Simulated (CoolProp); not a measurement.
Vapour pressure (bar) of methane: the reference equation beside estimates from Tc = 190.6 K, pc = 45.99 bar, ω = 0.011. Clausius-Clapeyron is anchored at 146.3 K with a constant enthalpy of vaporisation of 6.825 kJ/mol.

Values from CoolProp's reference Helmholtz-energy equation of state, Setzmann 1991.

| T (K) | reference | Clausius-Clapeyron | van der Waals | Redlich-Kwong |
|---|---|---|---|---|
| 120 | 1.914 | 2.562 | 5.252 | 1.537 |
| 125.3 | 2.740 | 3.421 | 6.647 | 2.316 |
| 130.5 | 3.785 | 4.442 | 8.236 | 3.333 |
| 135.8 | 5.125 | 5.677 | 10.09 | 4.668 |
| 141.1 | 6.784 | 7.124 | 12.20 | 6.349 |
| 146.3 | 8.761 | 8.761 | 14.53 | 8.376 |
| 151.6 | 11.17 | 10.66 | 17.18 | 10.87 |
| 156.9 | 14.03 | 12.80 | 20.11 | 13.83 |
| 162.2 | 17.37 | 15.18 | 23.34 | 17.30 |
| 167.4 | 21.17 | 17.77 | 26.81 | 21.24 |
| 172.7 | 25.63 | 20.65 | 30.65 | 25.82 |

Absolute difference from the reference over all 11 rows, mean and median: Clausius-Clapeyron 13.9 and 12.6 %, van der Waals 77.7 and 65.8 %, Redlich-Kwong 6.6 and 4.4 %.
